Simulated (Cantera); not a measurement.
Input (Python, Cantera) and output of one run.

```python
import numpy as np
import cantera as ct

gas_names = [...]  # 76 gases of nasa_gas.yaml made of C, H
cond_names = """
    C(gr) C6H6(L) C7H8(L) C8H18(L),n-octa
""".split()


# ... load() reads the species with a 1 bar reference pressure and builds the phases ...
atoms = {
    'n-butane': {'C': 4, 'H': 10},
    'H2': {'H': 2},
}
top_T = {'C(gr)': 4500}  # K; cautious upper limits of use, not melting points


# ... equilibrate(T, P, feed) seeds the gas with the atoms and calls Mixture.equilibrate('TP', solver="vcs", rtol=1e-11, max_steps=5000) ...
results = []
feed = {'n-butane': 1, 'H2': 18}  # mol
for P in [10, 100, 1000, 10000, 100000, 1000000, 10000000]:
    for T in [1723, 1823, 1923, 2023, 2123, 2223, 2323, 2423, 2523, 2623, 2723, 2823]:
        mix = equilibrate(T, P, feed)
        results.append((T, P, feed, dict(zip(mix.species_names, mix.species_moles))))

for T, P, feed, n in results:
    print(f"{T:7g} {P:10.4g}  " + (" + ".join(c for c in cond_names if n.get(c, 0) > 1e-12) or "gas only"))
```

Result:

```
   1723         10  C(gr)
   1823         10  C(gr)
   1923         10  C(gr)
   2023         10  C(gr)
   2123         10  C(gr)
   2223         10  C(gr)
   2323         10  C(gr)
   2423         10  C(gr)
   2523         10  C(gr)
   2623         10  gas only
   2723         10  gas only
   2823         10  gas only
   1723        100  C(gr)
   1823        100  C(gr)
   1923        100  C(gr)
   2023        100  C(gr)
   2123        100  C(gr)
   2223        100  C(gr)
   2323        100  C(gr)
   2423        100  C(gr)
   2523        100  C(gr)
   2623        100  C(gr)
   2723        100  C(gr)
   2823        100  gas only
   1723       1000  C(gr)
   1823       1000  C(gr)
   1923       1000  C(gr)
   2023       1000  C(gr)
   2123       1000  C(gr)
   2223       1000  C(gr)
   2323       1000  C(gr)
   2423       1000  C(gr)
   2523       1000  C(gr)
   2623       1000  C(gr)
   2723       1000  C(gr)
   2823       1000  C(gr)
   1723      1e+04  C(gr)
   1823      1e+04  C(gr)
   1923      1e+04  C(gr)
   2023      1e+04  C(gr)
   2123      1e+04  C(gr)
   2223      1e+04  C(gr)
   2323      1e+04  C(gr)
   2423      1e+04  C(gr)
   2523      1e+04  C(gr)
   2623      1e+04  C(gr)
   2723      1e+04  C(gr)
   2823      1e+04  C(gr)
   1723      1e+05  C(gr)
   1823      1e+05  C(gr)
   1923      1e+05  C(gr)
   2023      1e+05  C(gr)
   2123      1e+05  C(gr)
   2223      1e+05  C(gr)
   2323      1e+05  C(gr)
   2423      1e+05  C(gr)
   2523      1e+05  C(gr)
   2623      1e+05  C(gr)
   2723      1e+05  C(gr)
   2823      1e+05  C(gr)
   1723      1e+06  C(gr)
   1823      1e+06  C(gr)
   1923      1e+06  C(gr)
   2023      1e+06  C(gr)
   2123      1e+06  C(gr)
   2223      1e+06  C(gr)
   2323      1e+06  C(gr)
   2423      1e+06  C(gr)
   2523      1e+06  C(gr)
   2623      1e+06  C(gr)
   2723      1e+06  C(gr)
   2823      1e+06  C(gr)
   1723      1e+07  C(gr)
   1823      1e+07  C(gr)
   1923      1e+07  C(gr)
   2023      1e+07  C(gr)
   2123      1e+07  C(gr)
   2223      1e+07  C(gr)
   2323      1e+07  C(gr)
   2423      1e+07  C(gr)
   2523      1e+07  C(gr)
   2623      1e+07  C(gr)
   2723      1e+07  C(gr)
   2823      1e+07  C(gr)
```

Method: chemical equilibrium by Gibbs-energy minimisation in Cantera with the NASA 1993 tables (ideal gas, pure condensed phases). The ideal-gas law is rough above about 30 bar.
